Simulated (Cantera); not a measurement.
An adiabatic, constant-volume homogeneous reactor starts with 7.03 % CH4, 1.19 % CO, 19.3 % O2, 72.4 % N2, 0.127 % H2O, equivalence ratio 0.76, at 1523 K and 5.50 bar.

Model: GRI-Mech 3.0 (53 species, 325 reactions), integrated in Cantera.

x: mole fraction; the columns are a selection and need not sum to one.

```
t (s)     T (K)  P (bar)   x CH4    x CO    x O2   x CH3    x C2H6      x NO
--------  -----  -------  ------  ------  ------  ------  --------  --------
2.00e-6    1523     5.50  0.0703  0.0119   0.193     ___  3.24e-10    <1e-12
4.55e-6    1523     5.50  0.0703  0.0119   0.193     ___   4.66e-9    <1e-12
1.04e-5    1523     5.50  0.0703  0.0119   0.193     ___   7.81e-8    <1e-12
2.36e-5    1523     5.50  0.0702  0.0119   0.193     ___   1.64e-6    <1e-12
5.37e-5    1524     5.50  0.0700  0.0119   0.192     ___   3.46e-5    <1e-12
0.000122   1533     5.54  0.0682  0.0121   0.191     ___  0.000363  4.87e-12
0.000278   2948     10.9  <1e-12  0.0222  0.0484  <1e-12    <1e-12   0.00722
0.000632   2931     10.8  <1e-12  0.0221  0.0435  <1e-12    <1e-12    0.0183
0.00144    2930     10.8  <1e-12  0.0221  0.0432  <1e-12    <1e-12    0.0188
0.00328    2930     10.8  <1e-12  0.0221  0.0432  <1e-12    <1e-12    0.0188
0.00746    2930     10.8  <1e-12  0.0221  0.0432  <1e-12    <1e-12    0.0188
0.0170     2930     10.8  <1e-12  0.0221  0.0432  <1e-12    <1e-12    0.0188
0.0386     2930     10.8  <1e-12  0.0221  0.0432  <1e-12    <1e-12    0.0188
0.0879     2930     10.8  <1e-12  0.0221  0.0432  <1e-12    <1e-12    0.0188
0.200      2930     10.8  <1e-12  0.0221  0.0432  <1e-12    <1e-12    0.0188
```

**Question.** Fill in the missing entries.

**Answer.** 
- 2.00e-6, x CH3: 1.73e-6
- 4.55e-6, x CH3: 4.44e-6
- 1.04e-5, x CH3: 1.25e-5
- 2.36e-5, x CH3: 3.95e-5
- 5.37e-5, x CH3: 0.000115
- 0.000122, x CH3: 0.000239
